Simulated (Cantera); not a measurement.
## Pyrogenic steam for wet oxidation

An isothermal, constant-pressure homogeneous reactor starts with 47.4 % H₂, 26.3 % O₂, 26.3 % N₂, equivalence ratio 0.90, at 948 K and 203 Torr.

Detailed kinetics in Cantera: the H2/O2 subset of GRI-Mech 3.0, which has no nitrogen chemistry. Below about 950 K walls govern HO2 and H2O2 in real vessels. The temperature is held fixed by assumption; the heat of reaction is taken as removed at once.

```json
[
 {"t (s)": "8.00e-6", "x H₂": "0.474", "x O₂": "0.263", "x OH": "<1e-12", "x HO₂": "4.69e-11", "x H₂O": "5.97e-12", "x H": "4.36e-11"},
 {"t (s)": "2.48e-5", "x H₂": "0.474", "x O₂": "0.263", "x OH": "4.73e-12", "x HO₂": "1.71e-10", "x H₂O": "8.62e-11", "x H": "1.70e-10"},
 {"t (s)": "7.67e-5", "x H₂": "0.474", "x O₂": "0.263", "x OH": "4.12e-11", "x HO₂": "1.07e-9", "x H₂O": "1.77e-9", "x H": "1.40e-9"},
 {"t (s)": "0.000237", "x H₂": "0.474", "x O₂": "0.263", "x OH": "6.26e-9", "x HO₂": "1.31e-7", "x H₂O": "3.60e-7", "x H": "2.10e-7"},
 {"t (s)": "0.000734", "x H₂": "0.183", "x O₂": "0.125", "x OH": "0.00159", "x HO₂": "0.000122", "x H₂O": "0.364", "x H": "0.0165"},
 {"t (s)": "0.00227", "x H₂": "0.0777", "x O₂": "0.0719", "x OH": "3.55e-6", "x HO₂": "8.36e-5", "x H₂O": "0.519", "x H": "1.90e-5"},
 {"t (s)": "0.00704", "x H₂": "0.0774", "x O₂": "0.0718", "x OH": "5.92e-8", "x HO₂": "3.47e-5", "x H₂O": "0.519", "x H": "4.01e-7"},
 {"t (s)": "0.0218", "x H₂": "0.0771", "x O₂": "0.0716", "x OH": "8.70e-8", "x HO₂": "3.66e-5", "x H₂O": "0.520", "x H": "5.74e-7"},
 {"t (s)": "0.0674", "x H₂": "0.0753", "x O₂": "0.0707", "x OH": "2.01e-7", "x HO₂": "4.77e-5", "x H₂O": "0.522", "x H": "1.19e-6"},
 {"t (s)": "0.209", "x H₂": "0.0658", "x O₂": "0.0661", "x OH": "2.89e-7", "x HO₂": "4.99e-5", "x H₂O": "0.534", "x H": "1.50e-6"},
 {"t (s)": "0.646", "x H₂": "0.0426", "x O₂": "0.0550", "x OH": "2.78e-7", "x HO₂": "4.07e-5", "x H₂O": "0.565", "x H": "1.08e-6"},
 {"t (s)": "2.00", "x H₂": "0.0116", "x O₂": "0.0401", "x OH": "2.85e-7", "x HO₂": "2.37e-5", "x H₂O": "0.605", "x H": "3.99e-7"}
]
```
x: mole fraction; the columns are a selection and need not sum to one.

Equilibrium at this temperature and pressure: H₂ 1.10e-10, O₂ 0.0345, OH 8.69e-8, HO₂ 1.79e-10, H₂O 0.621, H <1e-12 (gas phase only).
